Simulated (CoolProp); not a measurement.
Ethylbenzene at 379.92 K and 0.0143 MPa is compressed adiabatically to 0.101 MPa with isentropic efficiency 0.6. Each further row changes one setting.

The numbers come from the reference Helmholtz-energy equation of state, Zhou 2012 in CoolProp.

```
case             work (kJ/kg)  final temperature (K)  final density (kg/m³)
---------------  ------------  ---------------------  ---------------------
as stated                   …                      …                   3.01
efficiency 1             60.0                  419.9                      …
efficiency 0.65             …                  438.4                      …
```

Task: What belongs in the gaps?

Result: 
- as stated, work (kJ/kg): 99.9
- as stated, final temperature (K): 442.8
- efficiency 1, final density (kg/m³): 3.20
- efficiency 0.65, work (kJ/kg): 92.3
- efficiency 0.65, final density (kg/m³): 3.04
